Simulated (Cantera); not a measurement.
Feed: 1 mol acetone, 0.68 mol NH3, equilibrated at 650000 Pa.

These are equilibrium values from Cantera (NASA tables, ideal gas, pure condensed phases), not measurements of a reactor. Candidate condensed phases: C, C6H6, C7H8, C8H18, H2O; 169 gas species. Ions and electrons are included (thermal ionisation). The feed counts by its element totals alone. Kinetics and transport are ignored.

What share of the C ends up in condensed phases as a function of T (K), at 2000, 2500, 3000, 3500, 4000, 4500, 5000?


| T (K) | C condensed (%) | as |
|---|---|---|
| 2000 | 65.6 | C(graphite) |
| 2500 | 60.9 | C(graphite) |
| 3000 | 43.5 | C(graphite) |
| 3500 | 0.0 | - |
| 4000 | 0.0 | - |
| 4500 | 0.0 | - |
| 5000 | 0.0 | - |
